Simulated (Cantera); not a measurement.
**Equilibrium for carbothermic reduction: Fe3O4 + CO + N2**

Charge: 1 mol Fe3O4, 15 mol CO, 10 mol N2, at 353 Torr.

These are equilibrium values from Cantera (NASA tables, ideal gas, pure condensed phases), not measurements of a reactor. Candidate condensed phases: C, Fe, Fe(CO)5, FeO, Fe2O3, Fe3O4; 27 gas species. Each liquid is taken as pure. Mutual solubility and eutectic melting of coexisting phases are not modelled. The tables' stoichiometric FeO is somewhat more stable than real wüstite, so its field is too wide. FeO: taken at fixed stoichiometry. Rates play no part.

From 1348 K to 1648 K the condensed part is Fe(γ) + FeO(s). At 1748 K the condensed part is Fe(δ) + FeO(l). From 1848 K to 2148 K the condensed part is Fe(l) + FeO(l). From 2248 K to 2548 K the condensed part is FeO(l).

```tsv
T (K)	x CO	x N2	x CO2	x Fe	x FeO	n Fe(γ)	n FeO(s)	n Fe(δ)	n FeO(l)	n Fe(l)
1348	0.509	0.400	0.0912	8.68e-9	5.86e-12	1.28	1.72	0	0	0
1448	0.514	0.400	0.0860	1.01e-7	1.27e-10	1.15	1.85	0	0	0
1548	0.519	0.400	0.0814	8.57e-7	1.83e-9	1.04	1.96	0	0	0
1648	0.522	0.400	0.0775	5.55e-6	1.88e-8	0.938	2.06	0	0	0
1748	0.532	0.400	0.0681	2.87e-5	1.32e-7	0	0	0.702	2.30	0
1848	0.538	0.400	0.0615	0.000121	7.45e-7	0	0	0	2.46	0.534
1948	0.542	0.400	0.0575	0.000426	3.48e-6	0	0	0	2.56	0.428
2048	0.545	0.399	0.0541	0.00131	1.38e-5	0	0	0	2.64	0.322
2148	0.547	0.399	0.0512	0.00362	4.80e-5	0	0	0	2.71	0.193
2248	0.546	0.396	0.0486	0.00904	0.000148	0	0	0	2.77	0
2348	0.534	0.393	0.0561	0.0169	0.000412	0	0	0	2.56	0
2448	0.516	0.388	0.0666	0.0281	0.00105	0	0	0	2.25	0
2548	0.492	0.381	0.0802	0.0431	0.00246	0	0	0	1.81	0
```
x: gas mole fraction; n: condensed amount in mol.
